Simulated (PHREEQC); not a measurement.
# Alkaline etch or developer (model solution)

Consider water at 20 °C with 0.032 mol TMAH and 0.058 mol NaAlO2 per kg of water. Closed to the air; pH follows from the charge balance.

The numbers come from PHREEQC with the ion-association model, phreeqc.dat.

| Property | Value |
|---|---|
| pH | 12.56 |
| ionic strength | 0.0900 mol/kgw |
| total alkalinity | 264 meq/kg |

```tsv
species	molality	activity	log γ
Al(OH)4-	0.0580	0.0455	-0.105
Na+	0.0580	0.0460	-0.101
OH-	0.0320	0.0247	-0.113
(CH3)4N+	0.0320	0.0249	-0.109
Al(OH)3	6.97e-9	7.12e-9	0.009
```

Precipitation was switched off in this run. Examples of supersaturated solids here: Gibbsite (slow to form). Others may be too. Species that the database lacks are ignored. (CH3)4N+ isn't in the database: it is added as a free cation with an ion size of 4 Å.
